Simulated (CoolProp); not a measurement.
Saturation properties of R227EA.

Values from CoolProp's reference Helmholtz-energy equation of state, Lemmon 2016.

```csv
T (°C),p (MPa),liquid density (kg/m³),vapour density (kg/m³),enthalpy of vaporisation (kJ/kg),liquid viscosity (µPa s)
-96.95,0.0004037,1795,0.04689,163.1,1520
-92.45,0.0006455,1782,0.07313,161.4,1390
-88.05,0.0009947,1769,0.1101,159.7,1270
-83.55,0.001510,___,0.1632,158.0,1170
-79.15,0.002220,1743,0.2348,156.4,1080
-74.75,___,1730,0.3310,154.7,999
-70.25,___,1717,0.4615,___,926
-65.85,0.006320,1704,0.6277,151.4,861
-61.45,0.008627,1690,0.8405,149.7,802
-56.95,0.01167,1676,1.116,148.0,747
-52.55,0.01546,1663,___,146.3,699
-48.05,0.02033,1649,1.877,144.6,653
```

**Question.** Complete the blanks.

**Answer.** 
- -83.55, liquid density (kg/m³): 1756
- -74.75, p (MPa): 0.003198
- -70.25, p (MPa): 0.004554
- -70.25, enthalpy of vaporisation (kJ/kg): 153.0
- -52.55, vapour density (kg/m³): 1.452

It boils at -16.3 °C under 1 atm.

Viscosity comes from a separate model (Huber 2003), an estimate that may be off by 10 % or more.
